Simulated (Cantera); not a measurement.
An isothermal, constant-pressure homogeneous reactor starts with H2 : O2 : N2 = 0.55 : 1 : 4 (molar parts), equivalence ratio 0.28, at 823 K and 13300 Pa. Integrator tolerance rtol = 1e-08.

Model: the H2/O2 subset of GRI-Mech 3.0, which has no nitrogen chemistry, integrated in Cantera. Radical loss at walls, strong at low pressure, is not modelled. Below about 950 K walls govern HO2 and H2O2 in real vessels. The temperature is held fixed by assumption; the heat of reaction is taken as removed at once.

**Question.** What does this change do: H2 0.55 to 0.15 parts?

**Answer.** 
```tsv
quantity	before	after
x(H2) at 30.0 s	0.00947 (gas-phase equilibrium <1e-12)	0.000874 (gas-phase equilibrium <1e-12)
x(O2) at 30.0 s	0.141 (gas-phase equilibrium 0.137)	0.183 (gas-phase equilibrium 0.182)
x(H2O2) at 30.0 s	0.000228 (gas-phase equilibrium 2.55e-12)	3.81e-5 (gas-phase equilibrium <1e-12)
x(O) at 30.0 s	4.27e-8 (gas-phase equilibrium <1e-12)	5.25e-8 (gas-phase equilibrium <1e-12)
x(H2O) at 30.0 s	0.0941 (gas-phase equilibrium 0.104)	0.0286 (gas-phase equilibrium 0.0296)
x(H) at 30.0 s	3.13e-8 (gas-phase equilibrium <1e-12)	4.72e-9 (gas-phase equilibrium <1e-12)
x(OH) at 30.0 s	2.36e-8 (gas-phase equilibrium 2.63e-9)	3.29e-8 (gas-phase equilibrium 1.50e-9)
```
